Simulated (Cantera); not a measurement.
What does this Cantera script print?

```python
import numpy as np
import cantera as ct

gas_names = """
    H HO2 H2 H2O H2O2 O OH O2 O3 Ta TaO TaO2
""".split()
cond_names = """
    H2O(s) H2O(L) Ta(cr) Ta(L) Ta2O5(s) Ta2O5(L)
""".split()


# ... load() reads the species with a 1 bar reference pressure and builds the phases ...
atoms = {
    'Ta': {'Ta': 1},
    'H2O': {'H': 2, 'O': 1},
}
top_T = {}  # K; cautious upper limits of use, not melting points


# ... equilibrate(T, P, feed) seeds the gas with the atoms and calls Mixture.equilibrate('TP', solver="vcs", rtol=1e-11, max_steps=5000) ...
results = []
feed = {'Ta': 1, 'H2O': 0.047}  # mol
P = 100000  # Pa
for T in [1900, 2000, 2100, 2200, 2300, 2400, 2500, 2600]:
    mix = equilibrate(T, P, feed)
    results.append((T, P, feed, dict(zip(mix.species_names, mix.species_moles))))

top = {s: max(r[3][s] / sum(r[3][g] for g in gas_names) for r in results) for s in gas_names}
cols = sorted((s for s in top if top[s] > 1e-06), key=lambda s: -top[s])[:8]
seen = [c for c in cond_names if any(r[3].get(c, 0) > 1e-12 for r in results)]
print("log10 of partial pressures in bar; condensed amounts in mol")
print(f"{'T/K':>10s}" + "".join(f"{s[:9]:>10s}" for s in cols + seen))
for T, P, feed, n in results:
    ng = sum(n[g] for g in gas_names)
    print(f"{T:10.4g}" + "".join(f"{np.log10(max(n[s] / ng * P / 1e5, 1e-99)):10.3f}" for s in cols)
          + "".join(f"{n.get(c, 0):10.4g}" for c in seen))
```

Result:

```
log10 of partial pressures in bar; condensed amounts in mol
       T/K        H2         H       H2O      TaO2       TaO        OH         O    Ta(cr)  Ta2O5(s)  Ta2O5(L)
      1900    -0.001    -3.101    -2.939    -6.775    -7.489    -7.124   -10.348    0.9812  0.009389         0
      2000    -0.002    -2.790    -2.739    -5.978    -6.696    -6.528    -9.452    0.9812  0.009383         0
      2100    -0.003    -2.508    -2.572    -5.285    -5.994    -6.001    -8.654    0.9813         0  0.009375
      2200    -0.004    -2.251    -2.439    -4.692    -5.374    -5.542    -7.946    0.9813         0  0.009365
      2300    -0.006    -2.017    -2.320    -4.155    -4.811    -5.124    -7.301    0.9813         0  0.009353
      2400    -0.010    -1.803    -2.214    -3.667    -4.297    -4.743    -6.711    0.9813         0  0.009337
      2500    -0.015    -1.607    -2.120    -3.222    -3.826    -4.396    -6.170    0.9813         0  0.009314
      2600    -0.022    -1.427    -2.036    -2.815    -3.393    -4.077    -5.671    0.9814         0  0.009278
```

Equilibrium computed with Cantera from the NASA thermochemical tables; the gas is ideal and each condensed phase is pure. Mutual solubility and eutectic melting of coexisting phases are not modelled. Condensed phases not in the tables: N, O or C dissolved in the metal.
